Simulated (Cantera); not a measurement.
What does this Cantera script print?

```python
import numpy as np
import cantera as ct

gas_names = """
    H H2 H2S Ni NiS S SH S2 S8
""".split()
cond_names = """
    Ni(cr) Ni(L) NiS(b) NiS(a) NiS(L) NiS2(s) NiS2(L) Ni3S2(I) Ni3S2(II) Ni3S2(L) Ni3S4(s) S(cr1) S(cr2)
    S(L)
""".split()


def load(file, names, dense=False):
    # The tables refer to 1 bar. Condensed volumes are neglected.
    table = {s.name: s for s in ct.Species.list_from_file(file)}
    out = []
    for n in names:
        d = dict(table[n].input_data)
        d["thermo"] = dict(d["thermo"], **{"reference-pressure": 1e5})
        if dense:
            d["equation-of-state"] = {"model": "constant-volume", "density": "1e6 g/cm^3"}
        out.append(ct.Species.from_dict(d))
    return out


gas = ct.Solution(thermo="ideal-gas", species=load("nasa_gas.yaml", gas_names))
cond = {s.name: ct.Solution(thermo="fixed-stoichiometry", species=[s], name=s.name)
        for s in load("nasa_condensed.yaml", cond_names, dense=True)}
atoms = {
    'NiS': {'Ni': 1, 'S': 1},
    'H2': {'H': 2},
}
top_T = {'Ni3S4(s)': 620}  # K; cautious upper limits of use, not melting points


def equilibrate(T, P, feed):
    n = {}
    for name, mol in feed.items():
        for a, k in atoms[name].items():
            n[a] = n.get(a, 0.0) + k * mol
    gas.TPX = T, P, n
    mass = sum(n.values()) * gas.mean_molecular_weight
    gas.equilibrate("TP")
    valid = [c for c in cond.values() if c.min_temp <= T <= top_T.get(c.name, c.max_temp)]
    mix = ct.Mixture([(gas, mass / gas.mean_molecular_weight)] + [(c, 0.0) for c in valid])
    mix.T, mix.P = T, P
    mix.equilibrate("TP", solver="vcs", rtol=1e-11, max_steps=5000)
    return mix


results = []
feed = {'NiS': 1, 'H2': 73}  # mol
T = 698  # K
P = 13332.2  # Pa
mix = equilibrate(T, P, feed)
results.append((T, P, feed, dict(zip(mix.species_names, mix.species_moles))))
x = sorted(zip(gas.X, gas.species_names), reverse=True)
print(f"T = {T:g} K  P = {P:g} Pa  gas = {mix.phase_moles(0):.4g} mol")
print("   x: " + "  ".join(f"{s} {v:.3e}" for v, s in x if v > 1e-06))
print("   condensed (mol): " + ("  ".join(f"{mix.phase(i).name} {mix.phase_moles(i):.4g}"
      for i in range(1, mix.n_phases) if mix.phase_moles(i) > 1e-12) or "none"))
```

Output:

```
T = 698 K  P = 13332.2 Pa  gas = 73 mol
   x: H2 9.954e-01  H2S 4.566e-03
   condensed (mol): Ni3S2(I) 0.3333
```

These are equilibrium values from Cantera (NASA tables, ideal gas, pure condensed phases), not measurements of a reactor.
